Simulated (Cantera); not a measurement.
Input (Python, Cantera) and output of one run.

```python
import numpy as np
import cantera as ct

gas_names = [...]  # 136 gases of nasa_gas.yaml made of C, H, N, O
cond_names = """
    C(gr) C6H6(L) C7H8(L) C8H18(L),n-octa H2O(s) H2O(L)
""".split()


# ... load() reads the species with a 1 bar reference pressure and builds the phases ...
atoms = {
    'CO': {'C': 1, 'O': 1},
    'CO2': {'C': 1, 'O': 2},
    'H2': {'H': 2},
    'NH3': {'N': 1, 'H': 3},
}
top_T = {'C(gr)': 4500}  # K; cautious upper limits of use, not melting points


# ... equilibrate(T, P, feed) seeds the gas with the atoms and calls Mixture.equilibrate('TP', solver="vcs", rtol=1e-11, max_steps=5000) ...
results = []
feed = {'CO': 1, 'CO2': 3.2, 'H2': 0.55, 'NH3': 0.52}  # mol
T = 2623.15  # K
P = 100000  # Pa
mix = equilibrate(T, P, feed)
results.append((T, P, feed, dict(zip(mix.species_names, mix.species_moles))))
x = sorted(zip(gas.X, gas.species_names), reverse=True)
print(f"T = {T:g} K  P = {P:g} Pa  gas = {mix.phase_moles(0):.4g} mol")
print("   x: " + "  ".join(f"{s} {v:.3e}" for v, s in x if v > 1e-05))
print("   condensed (mol): " + ("  ".join(f"{mix.phase(i).name} {mix.phase_moles(i):.4g}"
      for i in range(1, mix.n_phases) if mix.phase_moles(i) > 1e-12) or "none"))
```

Output:

```
T = 2623.15 K  P = 100000 Pa  gas = 5.877 mol
   x: CO 3.764e-01  CO2 3.383e-01  H2O 1.857e-01  N2 4.379e-02  H2 3.164e-02  OH 1.043e-02  H 7.496e-03  O2 3.801e-03  O 1.593e-03  NO 8.960e-04
   condensed (mol): none
```

Method: chemical equilibrium by Gibbs-energy minimisation in Cantera with the NASA 1993 tables (ideal gas, pure condensed phases).
